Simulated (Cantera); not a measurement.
An adiabatic, constant-pressure homogeneous reactor starts with H₂ : O₂ : N₂ = 1 : 0.667 : 2.51 (molar parts), equivalence ratio 0.75, at 1800 K and 3750 Torr.

Cantera simulation using the H2/O2 subset of GRI-Mech 3.0, which has no nitrogen chemistry; the numbers are that mechanism's predictions, not measurements. The hydrogen kinetics of GRI-Mech 3.0 are dated; newer H2 mechanisms differ, most at raised pressure. Above 3000 K some thermodynamic fits are extrapolated.

Question: Predict: time of steepest temperature rise; temperature at 6.00 s; equilibrium temperature; x(H₂) at 6.00 s; x(O₂) at 6.00 s; x(H₂O) at 6.00 s; x(OH) at 6.00 s; x(H₂O₂) at 6.00 s.

Answer: 
- time of steepest temperature rise = 1.22 µs
- temperature at 6.00 s = 3006 K
- equilibrium temperature = 3006 K
- x(H₂) at 6.00 s = 0.0216 (gas-phase equilibrium 0.0216)
- x(O₂) at 6.00 s = 0.0430 (gas-phase equilibrium 0.0430)
- x(H₂O) at 6.00 s = 0.218 (gas-phase equilibrium 0.218)
- x(OH) at 6.00 s = 0.0358 (gas-phase equilibrium 0.0358)
- x(H₂O₂) at 6.00 s = 1.77e-6 (gas-phase equilibrium 1.77e-6)
